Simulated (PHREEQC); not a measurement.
Dissolve 190 mmol/kgw KOH, 13 mmol/kgw K2SiO3 and 48 mmol/kgw K3PO4 at 65 °C. It is in equilibrium with CO2 at log p = -3.4 (atm). Otherwise closed; pH follows from the charge balance.

Computed with PHREEQC (ion-association model, wateq4f.dat).

Problem. The ionic strength comes out as 0.506 mol/kgw. What activity coefficients do KHPO4-, H2SiO4-2, OH-, HPO4-2, K+ get?

Solution. KHPO4- 0.67, H2SiO4-2 0.21, OH- 0.61, HPO4-2 0.19, K+ 0.62.

This is a speciation only: nothing precipitates in the calculation. Saturation is exceeded, for instance for Quartz (slow to form), Chalcedony (slow to form); the values hold only as long as no solid forms. H3PO4, which wateq4f.dat lacks, is added to it with the constant of phreeqc.dat. Away from 25 °C the constants follow the database's enthalpies or fits; those with neither stay at their 25 °C values.
